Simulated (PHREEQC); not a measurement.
Consider water at 25 °C with 0.08 mol HF, 3e-05 mol (NH4)2SiF6 and 0.00024 mol HBF4 per kg of water. Closed to the air; pH follows from the charge balance.

Computed with PHREEQC (ion-association model, wateq4f.dat).

Question: The ionic strength comes out as 0.00752 mol/kgw. What activity coefficients do BF3OH-, BF4-, NH4+, SiF6-2, HF2- get?

Answer: BF3OH- 0.91, BF4- 0.91, NH4+ 0.91, SiF6-2 0.70, HF2- 0.91.

No solid was allowed to form. wateq4f.dat counts part of the HF as a dimer, H2F2, which phreeqc.dat doesn't know; its constant is uncertain. SiF6-2 is the database's only silicon fluoride. Real BF4- forms and hydrolyses slowly; the run takes it at equilibrium.
